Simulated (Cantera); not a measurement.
An isothermal, constant-pressure homogeneous reactor starts with CH4 : N2 = 1 : 1.2 (molar parts), at 1550 K and 200 Pa.

Detailed kinetics in Cantera: GRI-Mech 3.0 (53 species, 325 reactions). GRI-Mech 3.0 stops at C3 and has no aromatics, soot or wall deposition, so with more carbon than oxygen in the feed, carbon stays in small species such as C2H2 where larger ones or solid carbon would form. Radical loss at walls, strong at low pressure, is not modelled.

x: mole fraction; the columns are a selection and need not sum to one.

| t (s) | x CH4 | x CH2 | x HCN | x C2H2 | x H2 | x C2H6 | x CH3 |
|---|---|---|---|---|---|---|---|
| 5.00e-6 | 0.455 | <1e-12 | <1e-12 | <1e-12 | 3.62e-10 | <1e-12 | 7.73e-9 |
| 2.71e-5 | 0.455 | <1e-12 | <1e-12 | <1e-12 | 9.22e-9 | <1e-12 | 4.91e-8 |
| 0.000147 | 0.455 | <1e-12 | <1e-12 | <1e-12 | 1.47e-7 | <1e-12 | 3.63e-7 |
| 0.000794 | 0.455 | <1e-12 | <1e-12 | <1e-12 | 1.10e-6 | <1e-12 | 2.27e-6 |
| 0.00430 | 0.455 | 1.61e-11 | <1e-12 | <1e-12 | 6.27e-6 | 1.65e-10 | 1.26e-5 |
| 0.0233 | 0.454 | 4.50e-10 | <1e-12 | 7.84e-10 | 3.47e-5 | [?] | 6.85e-5 |
| 0.126 | 0.454 | 1.24e-8 | <1e-12 | 7.95e-7 | 0.000266 | [?] | 0.000368 |
| 0.682 | 0.438 | 2.71e-7 | 6.42e-11 | 0.00102 | 0.0135 | [?] | 0.00183 |
| 3.69 | 0.193 | 4.18e-7 | 3.06e-8 | 0.0850 | 0.265 | [?] | 0.00156 |
| 20.0 | 0.0414 | 1.77e-7 | 2.17e-7 | 0.142 | 0.425 | [?] | 0.000436 |

Question: Complete the blanks.

Answer: 
- 0.0233, x C2H6: 2.34e-8
- 0.126, x C2H6: 1.98e-6
- 0.682, x C2H6: 6.77e-5
- 3.69, x C2H6: 5.09e-5
- 20.0, x C2H6: 3.40e-6
